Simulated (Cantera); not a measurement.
Feed: 1 mol Ta2O5, 2 mol C, 0.045 mol CO, at 1923 K and 1 atm.

Method: chemical equilibrium by Gibbs-energy minimisation in Cantera with the NASA 1993 tables (ideal gas, pure condensed phases). Candidate condensed phases: C, Ta, TaC, Ta2O5; 15 gas species. Mutual solubility and eutectic melting of coexisting phases are not modelled. TaC: taken at fixed stoichiometry. Condensed phases not in the tables: Ta2C. The numbers say what is thermodynamically allowed, not how fast it happens.

Task: What is the equilibrium state?

Result: 
```
Quantity                                    Value
--------------------------------------  ---------
x(CO)                                       0.998
x(CO2)                                    0.00203
n(TaC(s))                               0.572 mol
n(Ta2O5(s))                             0.714 mol
gas amount                              1.473 mol
log10 activity of C(graphite) (absent)      -1.73
log10 activity of Ta(s) (absent)            -2.08
```
